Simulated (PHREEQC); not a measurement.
Dissolve 0.022 mol/kgw CdCl2 and 0.15 mol/kgw KCl at 40 °C. It is in equilibrium with CO2 at log p = -2 (atm). Otherwise closed; pH follows from the charge balance.

Model: ion-association model, wateq4f.dat, run in PHREEQC.

This is a speciation only: nothing precipitates in the calculation.

What pH, activity of water does the model give?

pH 4.93; activity of water 0.994.

In which forms is Cd present?

CdCl+ 61 %, CdCl2 23 %, Cd+2 12 %, CdCl3- 3.1 % of the Cd.

Species that the database lacks are ignored. At this temperature some constants are extrapolated from 25 °C, and those without enthalpy data are left unchanged.
